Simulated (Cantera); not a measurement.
Input (Python, Cantera) and output of one run.

```python
import numpy as np
import cantera as ct

gas_names = """
    CL CL2 H HCL H2 N NH NH2 NH3 N2 N2H2 N2H4 Si SiCL SiCL2 SiCL3 SiCL4 SiH SiHCL3 SiH2 SiH2CL2 SiH3
    SiH3CL SiH4 SiN Si2 Si2N Si3
""".split()
cond_names = """
    NH4CL(a) NH4CL(b) Si(cr) Si(L) Si3N4(a)
""".split()


# ... load() reads the species with a 1 bar reference pressure and builds the phases ...
atoms = {
    'SiH2Cl2': {'Si': 1, 'H': 2, 'CL': 2},
    'Cl2': {'CL': 2},
    'N2': {'N': 2},
}
top_T = {'Si3N4(a)': 2400}  # K; cautious upper limits of use, not melting points


# ... equilibrate(T, P, feed) seeds the gas with the atoms and calls Mixture.equilibrate('TP', solver="vcs", rtol=1e-11, max_steps=5000) ...
results = []
feed = {'SiH2Cl2': 1, 'Cl2': 0.15, 'N2': 100}  # mol
P = 63000  # Pa
for T in [1500, 1525, 1550, 1575, 1600, 1625, 1650, 1675, 1700]:
    mix = equilibrate(T, P, feed)
    results.append((T, P, feed, dict(zip(mix.species_names, mix.species_moles))))

top = {s: max(r[3][s] / sum(r[3][g] for g in gas_names) for r in results) for s in gas_names}
cols = sorted((s for s in top if top[s] > 1e-05), key=lambda s: -top[s])[:7]
seen = [c for c in cond_names if any(r[3].get(c, 0) > 1e-12 for r in results)]
print("log10 of partial pressures in bar; condensed amounts in mol")
print(f"{'T/K':>10s}" + "".join(f"{s[:9]:>10s}" for s in cols + seen))
for T, P, feed, n in results:
    ng = sum(n[g] for g in gas_names)
    print(f"{T:10.4g}" + "".join(f"{np.log10(max(n[s] / ng * P / 1e5, 1e-99)):10.3f}" for s in cols)
          + "".join(f"{n.get(c, 0):10.4g}" for c in seen))
```

Result:

```
log10 of partial pressures in bar; condensed amounts in mol
       T/K        N2       HCL     SiCL2        H2     SiCL4     SiCL3        CL  Si3N4(a)
      1500    -0.209    -2.007    -3.357    -2.893    -3.184    -3.522    -5.408    0.2579
      1525    -0.209    -2.010    -3.229    -2.880    -3.242    -3.472    -5.292    0.2524
      1550    -0.209    -2.015    -3.113    -2.863    -3.314    -3.436    -5.184    0.2457
      1575    -0.210    -2.022    -3.008    -2.841    -3.399    -3.412    -5.082    0.2379
      1600    -0.210    -2.030    -2.916    -2.816    -3.497    -3.402    -4.988    0.2292
      1625    -0.210    -2.040    -2.834    -2.788    -3.609    -3.405    -4.901    0.2197
      1650    -0.210    -2.051    -2.763    -2.757    -3.734    -3.419    -4.820    0.2097
      1675    -0.210    -2.065    -2.701    -2.725    -3.868    -3.443    -4.745    0.1992
      1700    -0.210    -2.081    -2.647    -2.692    -4.011    -3.476    -4.676    0.1885
```

Cantera equilibrium calculation (NASA polynomials, part measured and part estimated; ideal gas, pure solids and liquids). The tables' values for SiCl3 are old estimates; treat these amounts as uncertain.
